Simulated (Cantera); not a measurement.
Input: 1 mol HgO, 6.4 mol H2, equilibrated at 1052 °C and 23.0 mbar.

These are equilibrium values from Cantera (NASA tables, ideal gas, pure condensed phases), not measurements of a reactor. Candidate condensed phases: H2O, Hg, HgO; 10 gas species. The numbers say what is thermodynamically allowed, not how fast it happens.

Task: What is the equilibrium state?

Result: 
```
Property                              Value
--------------------------------  ---------
x(H2)                                 0.730
x(Hg)                                 0.135
x(H2O)                                0.135
x(H)                                9.21e-6
gas amount                        7.400 mol
log10 activity of Hg(l) (absent)      -5.00
```
